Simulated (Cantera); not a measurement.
A diamond (100) surface in a fixed gas of H2 with x(CH4) = 0.0024, x(H) = 0.012, at 1000 K, 19.5 Torr; coverages are run to steady state.

Computed with Cantera and the Harris–Goodwin 1993 mechanism for the reconstructed diamond (100) surface.

θ: site fractions in the mechanism's names (c6HH fully hydrogenated, c6H* and c6*H radical sites, c6** diradical, c6HM methylated).

| x(CH3) | growth (µm/h) | θ c6HH | θ c6H* | θ c6*H | θ c6** | θ c6HM |
|---|---|---|---|---|---|---|
| 1e-06 | … | 0.597 | 0.0184 | 0.375 | 0.00979 | 4.42e-5 |
| 2.8e-06 | … | 0.597 | 0.0184 | 0.375 | 0.00978 | 0.000124 |
| 8.1e-06 | … | 0.596 | 0.0184 | 0.375 | 0.00978 | 0.000358 |
| 2.3e-05 | … | 0.596 | 0.0184 | 0.375 | 0.00977 | 0.00102 |
| 6.5e-05 | … | 0.594 | 0.0183 | 0.374 | 0.00973 | 0.00286 |
| 0.00018 | … | 0.590 | 0.0182 | 0.371 | 0.00964 | 0.00786 |
| 0.00052 | … | 0.579 | 0.0178 | 0.363 | 0.00938 | 0.0222 |
| 0.0015 | … | 0.549 | 0.0168 | 0.343 | 0.00869 | 0.0601 |
| 0.0042 | … | 0.481 | 0.0147 | 0.299 | 0.00719 | 0.144 |

Fill in the missing entries.


- 1e-06, growth (µm/h): 0.0134
- 2.8e-06, growth (µm/h): 0.0376
- 8.1e-06, growth (µm/h): 0.109
- 2.3e-05, growth (µm/h): 0.308
- 6.5e-05, growth (µm/h): 0.869
- 0.00018, growth (µm/h): 2.39
- 0.00052, growth (µm/h): 6.74
- 0.0015, growth (µm/h): 18.2
- 0.0042, growth (µm/h): 43.7
